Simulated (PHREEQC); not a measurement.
**Silver or lead bath: speciation**

Solution (20 °C): 0.00027 mol/kgw AgF, 0.023 mol/kgw NaCl and 0.00015 mol/kgw Cu(NO3)2. Closed to the air; pH follows from the charge balance.

Model: ion-association model, wateq4f.dat, run in PHREEQC.

* **pH**: 5.80
* **ionic strength**: 0.0234 mol/kgw

| species | molality | activity | log γ |
|---|---|---|---|
| Na+ | 0.0230 | 0.0199 | -0.063 |
| Cl- | 0.0225 | 0.0194 | -0.066 |
| NO3- | 0.000300 | 0.000257 | -0.067 |
| F- | 0.000267 | 0.000229 | -0.066 |
| AgCl2- | 0.000184 | 0.000159 | -0.064 |
| Cu+2 | 0.000144 | 8.33e-5 | -0.238 |
| AgCl | 7.85e-5 | 7.89e-5 | 0.002 |
| AgCl3-2 | 5.16e-6 | 2.87e-6 | -0.254 |
| CuCl+ | 3.93e-6 | 3.39e-6 | -0.064 |
| NaF | 2.61e-6 | 2.62e-6 | 0.002 |
| Ag+ | 2.34e-6 | 2.03e-6 | -0.064 |
| H+ | 1.78e-6 | 1.58e-6 | -0.053 |
| Cu(OH)2 | 6.96e-7 | 7.00e-7 | 0.002 |
| CuOH+ | 6.13e-7 | 5.28e-7 | -0.064 |

No solid was allowed to form. Examples of supersaturated solids here: Cerargyrite. Others may be too.
